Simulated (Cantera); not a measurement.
Feed: 1 mol SiC, 0.032 mol CO₂, 340 mol H₂, at 1523.15 K and 1000 Pa.

These are equilibrium values from Cantera (NASA tables, ideal gas, pure condensed phases), not measurements of a reactor. Candidate condensed phases: C, C₆H₆, C₇H₈, C₈H₁₈, H₂O, Si, SiC, SiO₂; 123 gas species. Equilibrium is a limit: real reactors are often held back by kinetics, nucleation or transport.

Base state: H₂ 1.000, H 0.000231, CO 0.000140, SiO 4.78e-5 (mole fractions); condensed: SiC(s).

What changes in the equilibrium state with this change: SiC replaced by Si₃N₄?


| species | before | after |
|---|---|---|
| H₂ | 1.000 | 0.994 |
| N₂ | 0 | 0.00585 |
| H | 0.000231 | 0.000231 |
| CO | 0.000140 | 5.35e-6 |
| SiO | 4.78e-5 | 0.000182 |
| SiC(s), mol | 0.984 | 0.0298 |
| Si(s), mol | 0 | 2.91 |
Mutual solubility and eutectic melting of coexisting phases are not modelled. Further candidate phases: Si₂N₂O, Si₃N₄.
